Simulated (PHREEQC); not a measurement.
## Alkaline etch or developer: speciation

Make-up at 25 °C: 0.00074 mol LiOH, 0.000184 mol K2SiO3 and 0.0034 mol (CH3)4NCl per kg of water. Closed to the air; pH follows from the charge balance.

Model: ion-association model, wateq4f.dat, run in PHREEQC.

| Property | Result |
|---|---|
| pH | 10.94 |
| ionic strength | 0.00451 mol/kgw |
| total alkalinity | 1.11 meq/kg |

```json
[
 {"species": "Cl-", "molality": "0.00340", "activity": "0.00316", "log γ": "-0.032"},
 {"species": "(CH3)4N+", "molality": "0.00340", "activity": "0.00316", "log γ": "-0.031"},
 {"species": "OH-", "molality": "0.000935", "activity": "0.000869", "log γ": "-0.032"},
 {"species": "Li+", "molality": "0.000740", "activity": "0.000690", "log γ": "-0.030"},
 {"species": "K+", "molality": "0.000368", "activity": "0.000342", "log γ": "-0.032"},
 {"species": "H3SiO4-", "molality": "0.000170", "activity": "0.000159", "log γ": "-0.031"}
]
```

This is a speciation only: nothing precipitates in the calculation. (CH3)4N+ isn't in the database: it is added as a free cation with an ion size of 4 Å.
